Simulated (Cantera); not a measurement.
Cantera run:

```python
import numpy as np
import cantera as ct

gas_names = """
    Fe FeO Fe(OH)2 H HO2 H2 H2O H2O2 O OH O2 O3
""".split()
cond_names = """
    Fe(a) Fe(c) Fe(d) Fe(L) FeO(s) FeO(L) Fe(OH)2(s) Fe(OH)3(s) Fe2O3(s) Fe3O4(s) H2O(s) H2O(L)
""".split()


# ... load() reads the species with a 1 bar reference pressure and builds the phases ...
atoms = {
    'Fe2O3': {'Fe': 2, 'O': 3},
    'H2': {'H': 2},
}
top_T = {'Fe2O3(s)': 1830, 'Fe3O4(s)': 1870}  # K; cautious upper limits of use, not melting points


# ... equilibrate(T, P, feed) seeds the gas with the atoms and calls Mixture.equilibrate('TP', solver="vcs", rtol=1e-11, max_steps=5000) ...
results = []
feed = {'Fe2O3': 1, 'H2': 13}  # mol
P = 10000  # Pa
for T in [925, 1000, 1075, 1150, 1225, 1300, 1375, 1450, 1525, 1600]:
    mix = equilibrate(T, P, feed)
    results.append((T, P, feed, dict(zip(mix.species_names, mix.species_moles))))
    x = sorted(zip(gas.X, gas.species_names), reverse=True)
    print(f"T = {T:g} K  P = {P:g} Pa  gas = {mix.phase_moles(0):.4g} mol")
    print("   x: " + "  ".join(f"{s} {v:.3e}" for v, s in x if v > 1e-05))
    print("   condensed (mol): " + ("  ".join(f"{mix.phase(i).name} {mix.phase_moles(i):.4g}"
          for i in range(1, mix.n_phases) if mix.phase_moles(i) > 1e-12) or "none"))
```

It prints:

```
T = 925 K  P = 10000 Pa  gas = 13 mol
   x: H2 8.728e-01  H2O 1.272e-01
   condensed (mol): Fe(a) 0.6533  FeO(s) 1.347
T = 1000 K  P = 10000 Pa  gas = 13 mol
   x: H2 8.484e-01  H2O 1.516e-01
   condensed (mol): Fe(a) 0.9708  FeO(s) 1.029
T = 1075 K  P = 10000 Pa  gas = 13 mol
   x: H2 8.240e-01  H2O 1.760e-01
   condensed (mol): Fe(a) 1.288  FeO(s) 0.7124
T = 1150 K  P = 10000 Pa  gas = 13 mol
   x: H2 7.990e-01  H2O 2.010e-01
   condensed (mol): Fe(a) 1.613  FeO(s) 0.3868
T = 1225 K  P = 10000 Pa  gas = 13 mol
   x: H2 7.752e-01  H2O 2.248e-01
   condensed (mol): Fe(c) 1.923  FeO(s) 0.07737
T = 1300 K  P = 10000 Pa  gas = 13 mol
   x: H2 7.692e-01  H2O 2.308e-01
   condensed (mol): Fe(c) 2
T = 1375 K  P = 10000 Pa  gas = 13 mol
   x: H2 7.692e-01  H2O 2.308e-01
   condensed (mol): Fe(c) 2
T = 1450 K  P = 10000 Pa  gas = 13 mol
   x: H2 7.692e-01  H2O 2.308e-01  H 2.623e-05
   condensed (mol): Fe(c) 2
T = 1525 K  P = 10000 Pa  gas = 13 mol
   x: H2 7.692e-01  H2O 2.308e-01  H 6.561e-05
   condensed (mol): Fe(c) 2
T = 1600 K  P = 10000 Pa  gas = 13 mol
   x: H2 7.691e-01  H2O 2.307e-01  H 1.508e-04  Fe 1.096e-05
   condensed (mol): Fe(c) 2
```

Cantera equilibrium calculation (NASA polynomials, part measured and part estimated; ideal gas, pure solids and liquids). Mutual solubility and eutectic melting of coexisting phases are not modelled. The tables' stoichiometric FeO is somewhat more stable than real wüstite, so its field is too wide. FeO: taken at fixed stoichiometry.
